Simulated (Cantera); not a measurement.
Feed: 1 mol CF4, 0.014 mol CH4, a varied amount of H2, equilibrated at 3150 K and 0.133 bar.

Cantera equilibrium calculation (NASA polynomials, part measured and part estimated; ideal gas, pure solids and liquids). Candidate condensed phases: C, C6H6, C7H8, C8H18; 95 gas species. The numbers say what is thermodynamically allowed, not how fast it happens.

log p: log10 of the partial pressure in bar; n: condensed amount in mol.

```
n(H2) (mol)  log p HF  log p H  log p H2  log p F  log p C2H2 (acetylene)  log p CF  log p C3  n C(graphite)
-----------  --------  -------  --------  -------  ----------------------  --------  --------  -------------
1.7             -0.97    -2.51     -3.80    -1.78                   -4.82     -2.58     -2.85          0.746
2               -0.94    -2.11     -3.00    -2.15                   -4.02     -2.96     -2.85          0.793
2.4             -0.97    -1.78     -2.34    -2.51                   -3.36     -3.32     -2.85          0.753
2.8             -1.02    -1.64     -2.05    -2.70                   -3.08     -3.51     -2.85            ___
3.3             -1.07    -1.54     -1.86    -2.84                   -2.89     -3.65     -2.85            ___
3.9             -1.12    -1.47     -1.73    -2.96                   -2.75     -3.77     -2.85            ___
4.7             -1.18    -1.42     -1.62    -3.08                   -2.65     -3.89     -2.85            ___
5.5             -1.24    -1.39     -1.55    -3.17                   -2.58     -3.98     -2.85            ___
6.6             -1.30    -1.35     -1.48    -3.27                   -2.53     -4.09     -2.88              0
7.8             -1.36    -1.33     -1.43    -3.36                   -2.56     -4.21     -3.00              0
9.3             -1.43    -1.30     -1.38    -3.44                   -2.59     -4.34     -3.12              0
11              -1.49    -1.28     -1.35    -3.53                   -2.63     -4.46     -3.23              0
13              -1.56    -1.27     -1.32    -3.60                   -2.68     -4.58     -3.34              0
```

Question: Fill in the missing entries.

Answer: 
- 2.8, n C(graphite): 0.685
- 3.3, n C(graphite): 0.591
- 3.9, n C(graphite): 0.474
- 4.7, n C(graphite): 0.316
- 5.5, n C(graphite): 0.156
